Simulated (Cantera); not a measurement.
Input: 1 mol V₂O₃, 0.89 mol H₂, 2.8 mol N₂, at 1.33 mbar.

Points: T (K) = 1000, 1100, 1200, 1300, 1400, 1500, 1600, 1700, 1800, 1900, 2000, 2100, 2200.

Cantera's Mixture.equilibrate('TP', solver="vcs", rtol=1e-11, max_steps=5000) on the NASA tables stopped like this:

```
*******************************************************************************
CanteraError thrown by VCS_SOLVE::solve_tp_inner:
vcs_solve_TP: ERROR on step change wt[32:V2O4(II)]: -5.421010862427522e-20 < 0.0
*******************************************************************************
```

**Question.** What got this run through?

**Answer.** One answer among several that fit: The failure is numerical, not chemical. The same input converged with solver="gibbs", rtol=1e-10, max_steps=50000, and the result passed a check of the equilibrium conditions:
```
log10 of partial pressures in bar; condensed amounts in mol
       T/K        N2        H2       VO2         H        VO       H2O     VN(s)     VO(s)     VO(L)   V2O3(s)
      1000    -2.995    -3.493   -18.147   -10.391   -20.248    -6.604 0.0004589         0         0    0.9998
      1100    -2.995    -3.493   -15.815    -9.334   -17.438    -6.556  0.000513         0         0    0.9997
      1200    -2.995    -3.493   -13.882    -8.451   -15.105    -6.519  0.000558         0         0    0.9997
      1300    -2.995    -3.493   -12.254    -7.703   -13.140    -6.489         0  0.001795         0    0.9991
      1400    -2.995    -3.494   -10.728    -7.060   -11.601    -6.190         0  0.003572         0    0.9982
      1500    -2.995    -3.495    -9.413    -6.502   -10.274    -5.932         0  0.006472         0    0.9968
      1600    -2.995    -3.496    -8.268    -6.013    -9.121    -5.708         0   0.01087         0    0.9946
      1700    -2.995    -3.499    -7.263    -5.581    -8.109    -5.511         0   0.01722         0    0.9913
      1800    -2.996    -3.505    -6.375    -5.198    -7.215    -5.339         0   0.02644         0    0.9861
      1900    -2.998    -3.515    -5.586    -4.858    -6.421    -5.191         0   0.04221         0    0.9747
      2000    -3.005    -3.535    -4.880    -4.556    -5.712    -5.068         0   0.08043         0    0.9384
      2100    -3.027    -3.581    -4.222    -4.297    -5.099    -4.938         0         0    0.2243    0.7866
      2200    -3.115    -3.721    -3.590    -4.110    -4.584    -4.840         0         0    0.9542  0.005224
```

The gas is ideal and each condensed phase is pure. Mutual solubility and eutectic melting of coexisting phases are not modelled. VN, VO: taken at fixed stoichiometry. Condensed phases not in the tables: the oxides between V2O3 and V2O5 other than VO2, solid solutions among these carbides, nitrides and lower oxides, V2N.
